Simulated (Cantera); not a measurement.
An isothermal, constant-pressure homogeneous reactor starts with 97.6 % N2O, 2.44 % H2O, at 1425 K and 1.00 atm.

Detailed kinetics in Cantera: GRI-Mech 3.0 (53 species, 325 reactions). GRI-Mech 3.0 was tuned for natural gas; its chemistry of N2O as a main component is partial and can be far from experiment. The temperature is held fixed by assumption; the heat of reaction is taken as removed at once.

### Question
Predict: x(N2O) at 7.00 s; x(H2O) at 7.00 s; x(H2) at 7.00 s; x(N2) at 7.00 s; x(HO2) at 7.00 s.

### Answer
- x(N2O) at 7.00 s: 2.60e-6 (gas-phase equilibrium 5.49e-8)
- x(H2O) at 7.00 s: 0.0164 (gas-phase equilibrium 0.0164)
- x(H2) at 7.00 s: 2.04e-8 (gas-phase equilibrium 1.89e-8)
- x(N2) at 7.00 s: 0.608 (gas-phase equilibrium 0.655)
- x(HO2) at 7.00 s: 5.57e-8 (gas-phase equilibrium 6.26e-8)
